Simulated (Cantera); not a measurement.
# Equilibrium for chemical vapour transport: Al2O3 + HCl

A closed system holds: 1 mol Al2O3, 0.14 mol HCl, equilibrated at 86000 Pa.

These are equilibrium values from Cantera (NASA tables, ideal gas, pure condensed phases), not measurements of a reactor. Candidate condensed phases: Al, AlCl3, Al2O3, H2O; 29 gas species. Condensed phases not in the tables: AlOCl. The numbers say what is thermodynamically allowed, not how fast it happens.

```json
[
 {"T (K)": "798", "x HCl": "1.000", "x H2O": "7.12e-5", "x AlCl3": "4.75e-5", "x Cl": "5.35e-9", "x H2": "3.11e-7", "x Cl2": "3.08e-7", "x H": "<1e-12", "x AlCl2": "<1e-12", "n Al2O3(s)": "1.000"},
 {"T (K)": "898", "x HCl": "1.000", "x H2O": "0.000211", "x AlCl3": "0.000141", "x Cl": "9.34e-8", "x H2": "1.52e-6", "x Cl2": "1.48e-6", "x H": "<1e-12", "x AlCl2": "<1e-12", "n Al2O3(s)": "1.000"},
 {"T (K)": "998", "x HCl": "0.999", "x H2O": "0.000500", "x AlCl3": "0.000333", "x Cl": "9.17e-7", "x H2": "5.55e-6", "x Cl2": "5.09e-6", "x H": "5.46e-12", "x AlCl2": "<1e-12", "n Al2O3(s)": "1.000"},
 {"T (K)": "1098", "x HCl": "0.998", "x H2O": "0.00100", "x AlCl3": "0.000670", "x Cl": "5.87e-6", "x H2": "1.65e-5", "x Cl2": "1.36e-5", "x H": "1.08e-10", "x AlCl2": "1.58e-11", "n Al2O3(s)": "1.000"},
 {"T (K)": "1198", "x HCl": "0.997", "x H2O": "0.00179", "x AlCl3": "0.00119", "x Cl": "2.71e-5", "x H2": "4.29e-5", "x Cl2": "2.94e-5", "x H": "1.34e-9", "x AlCl2": "2.95e-10", "n Al2O3(s)": "1.000"},
 {"T (K)": "1298", "x HCl": "0.995", "x H2O": "0.00289", "x AlCl3": "0.00193", "x Cl": "9.62e-5", "x H2": "0.000102", "x Cl2": "5.36e-5", "x H": "1.17e-8", "x AlCl2": "3.59e-9", "n Al2O3(s)": "1.000"},
 {"T (K)": "1398", "x HCl": "0.992", "x H2O": "0.00435", "x AlCl3": "0.00290", "x Cl": "0.000278", "x H2": "0.000224", "x Cl2": "8.51e-5", "x H": "7.64e-8", "x AlCl2": "3.10e-8", "n Al2O3(s)": "1.000"},
 {"T (K)": "1498", "x HCl": "0.988", "x H2O": "0.00616", "x AlCl3": "0.00411", "x Cl": "0.000686", "x H2": "0.000464", "x Cl2": "0.000122", "x H": "3.99e-7", "x AlCl2": "2.04e-7", "n Al2O3(s)": "1.000"},
 {"T (K)": "1598", "x HCl": "0.984", "x H2O": "0.00831", "x AlCl3": "0.00554", "x Cl": "0.00149", "x H2": "0.000903", "x Cl2": "0.000161", "x H": "1.73e-6", "x AlCl2": "1.06e-6", "n Al2O3(s)": "1.000"},
 {"T (K)": "1698", "x HCl": "0.977", "x H2O": "0.0108", "x AlCl3": "0.00718", "x Cl": "0.00291", "x H2": "0.00165", "x Cl2": "0.000202", "x H": "6.34e-6", "x AlCl2": "4.59e-6", "n Al2O3(s)": "0.999"}
]
```
x: gas mole fraction; n: condensed amount in mol.

From 798 K to 1698 K the condensed part is Al2O3(s). The main Al-bearing gas is AlCl3 throughout.
